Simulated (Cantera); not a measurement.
Feed: 1 mol MgO, 1.3 mol CO, 1.4 mol C, equilibrated at 10000 Pa.

Equilibrium computed with Cantera from the NASA thermochemical tables; the gas is ideal and each condensed phase is pure. Candidate condensed phases: C, Mg, MgCO₃, MgO; 15 gas species. Rates play no part.

Task: Which condensed phases are stable at each of these points (T (°C)): 1027, 1127, 1227, 1327, 1427, 1527, 1627, 1727, 1827, 1927, 2027?

Result: 
```tsv
T (°C)	condensed phases	Mg condensed (%)
1027	C(graphite) + MgO(s)	100.0
1127	C(graphite) + MgO(s)	100.0
1227	C(graphite) + MgO(s)	100.0
1327	C(graphite) + MgO(s)	99.8
1427	C(graphite) + MgO(s)	97.3
1527	C(graphite)	0.0
1627	C(graphite)	0.0
1727	C(graphite)	0.0
1827	C(graphite)	0.0
1927	C(graphite)	0.0
2027	C(graphite)	0.0
```

From 1027 °C to 1427 °C the condensed part is C(graphite) + MgO(s). From 1527 °C to 2027 °C the condensed part is C(graphite).
